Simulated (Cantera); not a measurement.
Charge: 1 mol MgO, 1.5 mol H₂, equilibrated at 1.28 Torr.

Method: chemical equilibrium by Gibbs-energy minimisation in Cantera with the NASA 1993 tables (ideal gas, pure condensed phases). Candidate condensed phases: H₂O, Mg, MgO, Mg(OH)₂; 15 gas species. Equilibrium is a limit: real reactors are often held back by kinetics, nucleation or transport. All values below are at 1750 K.

Base state: H₂ 0.970, H₂O 0.0120, Mg 0.0120, H 0.00556 (mole fractions); condensed: MgO(s).

Problem. What changes in the equilibrium state with this change: pressure from 1.28 Torr to 2930 Torr?

Solution. 
| species | before | after |
|---|---|---|
| H₂ | 0.970 | 0.999 |
| H₂O | 0.0120 | 0.000257 |
| Mg | 0.0120 | 0.000250 |
| H | 0.00556 | 0.000118 |
| MgO(s), mol | 0.982 | 1.000 |
